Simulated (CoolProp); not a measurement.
A Linde-Hampson liquefier for oxygen: isothermal reversible compression at 250 K from 1 atm to 10 MPa, throttling to 1 atm, return gas leaving the recuperator 2 K below the feed. Each further row changes one setting.

Computed with CoolProp (reference Helmholtz-energy equation of state, Schmidt 1985).

```json
[
 {"case": "as stated", "liquid yield per pass": "(withheld)", "compression work (kJ/kg of gas)": "290"},
 {"case": "high pressure 20 MPa", "liquid yield per pass": "(withheld)", "compression work (kJ/kg of gas)": "329"},
 {"case": "warm-end temperature 280 K", "liquid yield per pass": "0.065", "compression work (kJ/kg of gas)": "328"},
 {"case": "warm-end gap 7 K", "liquid yield per pass": "(withheld)", "compression work (kJ/kg of gas)": "290"}
]
```

Problem. Fill in the missing entries.

Solution. 
- as stated, liquid yield per pass: 0.091
- high pressure 20 MPa, liquid yield per pass: 0.173
- warm-end gap 7 K, liquid yield per pass: 0.080
